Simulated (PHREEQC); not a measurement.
Make-up at 25 °C: 0.1 mmol/kgw PbCl2, 15 mmol/kgw HBF4 and 5.1 mmol/kgw Zn(NO3)2. Closed to the air; pH follows from the charge balance.

Model: ion-association model, wateq4f.dat, run in PHREEQC.

Q: The ionic strength comes out as 0.0294 mol/kgw. What activity coefficients do Zn+2, BF4-, PbNO3+, BF3OH-, HF2- get?

A: Zn+2 0.55, BF4- 0.84, PbNO3+ 0.85, BF3OH- 0.84, HF2- 0.85.

Precipitation was switched off in this run. Real BF4- forms and hydrolyses slowly; the run takes it at equilibrium.
